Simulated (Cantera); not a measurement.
An isothermal, constant-pressure homogeneous reactor starts with N₂O : N₂ = 1 : 4.4 (molar parts), at 1125 K and 0.0420 bar.

Model: GRI-Mech 3.0 (53 species, 325 reactions), integrated in Cantera. GRI-Mech 3.0 was tuned for natural gas; its chemistry of N2O as a main component is partial and can be far from experiment. Radical loss at walls, strong at low pressure, is not modelled. The mechanism lacks the step 2 NO + O2 → 2 NO2, which can matter for NO2 below about 1400 K. The temperature is held fixed by assumption; the heat of reaction is taken as removed at once.

x: mole fraction; the columns are a selection and need not sum to one.

```csv
t (s),x N₂O,x NO,x N₂,x NO₂,x O,x O₂
4.00e-6,0.185,<1e-12,0.815,<1e-12,2.09e-9,3.88e-12
2.62e-5,0.185,2.76e-11,0.815,<1e-12,1.36e-8,1.66e-10
0.000172,0.185,1.13e-9,0.815,<1e-12,8.29e-8,6.79e-9
0.00113,0.185,[?],0.815,<1e-12,[?],[?]
0.00741,0.185,5.15e-7,0.815,<1e-12,5.23e-7,3.10e-6
0.0486,0.185,3.83e-6,0.815,5.00e-11,5.24e-7,2.31e-5
0.319,0.185,2.55e-5,0.815,2.04e-9,5.24e-7,0.000154
2.09,0.183,0.000167,0.816,5.36e-8,5.24e-7,0.00101
13.7,0.170,0.00105,0.822,5.37e-7,5.23e-7,0.00635
90.0,[?],[?],0.854,[?],5.14e-7,[?]
```

Question: Some entries are withheld; supply them.

Answer: 
- 0.00113, x NO: 3.64e-8
- 0.00113, x O: 3.55e-7
- 0.00113, x O₂: 2.19e-7
- 90.0, x N₂O: 0.108
- 90.0, x NO: 0.00542
- 90.0, x NO₂: 3.02e-6
- 90.0, x O₂: 0.0328
